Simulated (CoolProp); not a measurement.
Saturation properties of ethylene.

Computed with CoolProp (reference Helmholtz-energy equation of state, Smukala 2000).

```json
[
 {"T (°C)": "-81.85", "p (MPa)": "0.3134", "liquid density (kg/m³)": "535.0", "vapour density (kg/m³)": "5.966", "liquid cp (kJ/(kg K))": "2.483"},
 {"T (°C)": "-76.55", "p (MPa)": "0.3952", "liquid density (kg/m³)": "526.7", "vapour density (kg/m³)": "7.424", "liquid cp (kJ/(kg K))": "2.509"},
 {"T (°C)": "-71.25", "p (MPa)": "0.4920", "liquid density (kg/m³)": "518.1", "vapour density (kg/m³)": "9.141", "liquid cp (kJ/(kg K))": "2.541"},
 {"T (°C)": "-65.95", "p (MPa)": "0.6053", "liquid density (kg/m³)": "509.3", "vapour density (kg/m³)": "11.15", "liquid cp (kJ/(kg K))": "2.578"},
 {"T (°C)": "-60.55", "p (MPa)": "0.7393", "liquid density (kg/m³)": "500.0", "vapour density (kg/m³)": "13.54", "liquid cp (kJ/(kg K))": "2.624"},
 {"T (°C)": "-55.25", "p (MPa)": "0.8908", "liquid density (kg/m³)": "490.5", "vapour density (kg/m³)": "16.26", "liquid cp (kJ/(kg K))": "2.677"},
 {"T (°C)": "-49.95", "p (MPa)": "1.064", "liquid density (kg/m³)": "480.7", "vapour density (kg/m³)": "19.41", "liquid cp (kJ/(kg K))": "2.740"},
 {"T (°C)": "-44.65", "p (MPa)": "1.260", "liquid density (kg/m³)": "470.4", "vapour density (kg/m³)": "23.05", "liquid cp (kJ/(kg K))": "2.816"},
 {"T (°C)": "-39.35", "p (MPa)": "1.481", "liquid density (kg/m³)": "459.6", "vapour density (kg/m³)": "27.27", "liquid cp (kJ/(kg K))": "2.908"},
 {"T (°C)": "-33.95", "p (MPa)": "1.733", "liquid density (kg/m³)": "447.9", "vapour density (kg/m³)": "32.26", "liquid cp (kJ/(kg K))": "3.023"},
 {"T (°C)": "-28.65", "p (MPa)": "2.010", "liquid density (kg/m³)": "435.7", "vapour density (kg/m³)": "37.98", "liquid cp (kJ/(kg K))": "3.167"},
 {"T (°C)": "-23.35", "p (MPa)": "2.317", "liquid density (kg/m³)": "422.5", "vapour density (kg/m³)": "44.69", "liquid cp (kJ/(kg K))": "3.355"},
 {"T (°C)": "-18.05", "p (MPa)": "2.658", "liquid density (kg/m³)": "408.2", "vapour density (kg/m³)": "52.68", "liquid cp (kJ/(kg K))": "3.610"},
 {"T (°C)": "-12.75", "p (MPa)": "3.033", "liquid density (kg/m³)": "392.2", "vapour density (kg/m³)": "62.34", "liquid cp (kJ/(kg K))": "3.979"}
]
```

It boils at -103.8 °C under 1 atm.
